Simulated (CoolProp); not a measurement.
CH2F2 (R32) along the isotherm 90.25 °C: Z from the reference equation and from simpler models built on Tc = 78.1 °C, pc = 5.783 MPa, ω = 0.277; each cubic takes its own stable root.

Model: reference Helmholtz-energy equation of state, Tillner-Roth 1997, in CoolProp.

```
p (MPa)          phase  reference
-------  -------------  ---------
3.61               gas     0.7558
7.23     supercritical     0.3087
10.8     supercritical     0.2679
14.5     supercritical     0.3266
18.1     supercritical     0.3863
21.7     supercritical     0.4456
25.3     supercritical     0.5041
28.9     supercritical     0.5618
32.5     supercritical     0.6186
36.1     supercritical     0.6747
39.8     supercritical     0.7316
43.4     supercritical     0.7863
47       supercritical     0.8403
50.6     supercritical     0.8938
54.2     supercritical     0.9468
57.8     supercritical     0.9993
```

Question: How far does each simpler model (Soave-Redlich-Kwong, Peng-Robinson) lie from the reference over these 16 states: mean and median of the absolute difference, and the worst?

Answer: 
- Soave-Redlich-Kwong: mean 25.5 %, median 25.3 %, worst +35.9 % at 90.25 °C and 10.8 MPa
- Peng-Robinson: mean 13.9 %, median 13.3 %, worst +23.5 % at 90.25 °C and 10.8 MPa
